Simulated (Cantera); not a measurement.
Input: 1 mol CaCl₂, 1.2 mol H₂, 110 mol N₂, held at 0.970 bar.

These are equilibrium values from Cantera (NASA tables, ideal gas, pure condensed phases), not measurements of a reactor. Candidate condensed phases: Ca, CaCl₂, NH₄Cl; 16 gas species. The numbers say what is thermodynamically allowed, not how fast it happens.

Q: What share of the Ca ends up in condensed phases as a function of T (°C), at 550, 700, 850, 1000, 1150, 1300, 1450, 1600?

A: 
| T (°C) | Ca condensed (%) | as |
|---|---|---|
| 550 | 100.0 | CaCl₂(s) |
| 700 | 100.0 | CaCl₂(s) |
| 850 | 100.0 | CaCl₂(l) |
| 1000 | 99.6 | CaCl₂(l) |
| 1150 | 94.2 | CaCl₂(l) |
| 1300 | 51.5 | CaCl₂(l) |
| 1450 | 0.0 | - |
| 1600 | 0.0 | - |
